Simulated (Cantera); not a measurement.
A Cantera script and its output.

```python
import numpy as np
import cantera as ct

gas = ct.Solution("gri30.yaml")
gas.TPX = 1625, 470, {'C2H6': 0.15, 'N2': 78}
inlet = ct.Reservoir(gas, clone=True)

reactor = ct.IdealGasConstPressureReactor(gas, energy="off", clone=False)
exhaust = ct.Reservoir(gas, clone=True)
tau = [2.3, 0.59, 0.15, 0.04, 0.01, 0.0027, 0.00071, 0.00018][0]
for a, b in ((inlet, reactor), (reactor, exhaust)):
    ct.MassFlowController(a, b, mdot=lambda t: reactor.mass / tau)
net = ct.ReactorNet([reactor])
show = ['C2H6', 'H2', 'HCN', 'C2H', 'C2H2', 'CH3', 'CH2']

rows = []
print(f"{'tau/s':>10s}{'T/K':>9s}" + "".join(f"{s:>11s}" for s in show))
for tau in [2.3, 0.59, 0.15, 0.04, 0.01, 0.0027, 0.00071, 0.00018]:
    net.initial_time = 0.0
    net.advance(30 * tau)
    before = gas.X
    net.advance(40 * tau)
    drift = np.max(np.abs(gas.X - before) / (gas.X + 1e-9))
    rows.append([gas.T, *gas[show].X, drift])
    print(f"{tau:10.3e}{gas.T:9.1f}" + "".join(f"{x:11.3e}" for x in gas[show].X))
```

It prints:

```
     tau/s      T/K       C2H6         H2        HCN        C2H       C2H2        CH3        CH2
 2.300e+00   1625.0  4.485e-06  3.431e-03  1.241e-04  2.221e-07  1.697e-03  9.498e-05  1.525e-06
 5.900e-01   1625.0  1.602e-05  3.169e-03  7.157e-05  2.856e-07  1.578e-03  1.858e-04  2.733e-06
 1.500e-01   1625.0  5.642e-05  2.686e-03  3.809e-05  3.463e-07  1.287e-03  3.656e-04  4.463e-06
 4.000e-02   1625.0  1.864e-04  1.890e-03  1.778e-05  3.325e-07  7.698e-04  6.754e-04  6.171e-06
 1.000e-02   1625.0  6.069e-04  8.124e-04  5.016e-06  1.432e-07  1.843e-04  1.034e-03  6.106e-06
 2.700e-03   1625.0  1.337e-03  1.169e-04  3.167e-07  2.820e-09  5.339e-06  8.445e-04  2.402e-06
 7.100e-04   1625.0  1.753e-03  2.123e-06  1.936e-10  6.764e-14  8.608e-09  3.204e-04  1.272e-07
 1.800e-04   1625.0  1.875e-03  2.265e-08  8.262e-14  3.095e-18  3.966e-11  8.796e-05  2.386e-09
```

Cantera simulation using GRI-Mech 3.0 (53 species, 325 reactions); the numbers are that mechanism's predictions, not measurements. GRI-Mech 3.0 stops at C3 and has no aromatics, soot or wall deposition, so with more carbon than oxygen in the feed, carbon stays in small species such as C2H2 where larger ones or solid carbon would form. Radical loss at walls, strong at low pressure, is not modelled.
